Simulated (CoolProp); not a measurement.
Vapour-liquid equilibrium of m-xylene (1) + n-nonane (2) at 516.8 K; x and y are mole fractions of (1).

Computed with CoolProp (multi-fluid Helmholtz-energy mixture model, Zhou 2012 and Lemmon 2006; pair parameters Bell 2016).

Question: Give the bubble pressure and the first vapour's composition at x = 0.35, 0.55, 0.85. Is there an azeotrope?

Answer: x = 0.35: 0.8182 MPa, y = 0.401; x = 0.55: 0.8572 MPa, y = 0.587; x = 0.85: 0.8886 MPa, y = 0.855. No azeotrope shows between x = 0.05 and 0.95.

Pair parameters are fitted to limited data, so mixtures are less certain than the pure fluids.
